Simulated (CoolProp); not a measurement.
Sulfur hexafluoride at several states: Z from the reference equation and from simpler models built on Tc = 318.7 K, pc = 3.755 MPa, ω = 0.210; each cubic takes its own stable root.

Values from CoolProp's reference Helmholtz-energy equation of state, Guder 2009.

```csv
T (K),p (MPa),phase,reference
444.3,11.5,supercritical,0.7768
364.1,0.595,gas,0.9656
501.1,21.3,supercritical,0.9500
410.7,0.0484,gas,0.9982
```

Problem. How far does each simpler model (van der Waals, Soave-Redlich-Kwong, Peng-Robinson) lie from the reference over these 4 states: mean and median of the absolute difference, and the worst?

Solution. 
- van der Waals: mean 3.5 %, median 1.9 %, worst -10.4 % at 444.3 K and 11.5 MPa
- Soave-Redlich-Kwong: mean 2.2 %, median 1.9 %, worst +4.9 % at 444.3 K and 11.5 MPa
- Peng-Robinson: mean 1.0 %, median 0.7 %, worst -2.6 % at 501.1 K and 21.3 MPa
